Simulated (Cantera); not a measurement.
Feed: 1 mol Si, 1.1 mol O₂, 100 mol H₂, at 230000 Pa.

Equilibrium computed with Cantera from the NASA thermochemical tables; the gas is ideal and each condensed phase is pure. Candidate condensed phases: H₂O, Si, SiO₂; 18 gas species. The tables hold silica as quartz up to 1696 K and as liquid above; real silica turns to tridymite and cristobalite and melts near 1996 K. Rates play no part.

Q: Which condensed phases are stable at each of these points (T (K)): 925, 1000, 1075, 1150, 1225, 1300, 1375, 1450, 1525, 1600, 1675, 1750, 1825?

A: 
| T (K) | condensed phases | Si condensed (%) |
|---|---|---|
| 925 | SiO₂(β-quartz) | 100.0 |
| 1000 | SiO₂(β-quartz) | 100.0 |
| 1075 | SiO₂(β-quartz) | 100.0 |
| 1150 | SiO₂(β-quartz) | 100.0 |
| 1225 | SiO₂(β-quartz) | 100.0 |
| 1300 | SiO₂(β-quartz) | 100.0 |
| 1375 | SiO₂(β-quartz) | 100.0 |
| 1450 | SiO₂(β-quartz) | 100.0 |
| 1525 | SiO₂(β-quartz) | 100.0 |
| 1600 | SiO₂(β-quartz) | 99.9 |
| 1675 | SiO₂(β-quartz) | 99.7 |
| 1750 | SiO₂(condensed) | 98.4 |
| 1825 | SiO₂(condensed) | 94.1 |

From 925 K to 1675 K the condensed part is SiO₂(β-quartz). From 1750 K to 1825 K the condensed part is SiO₂(condensed).
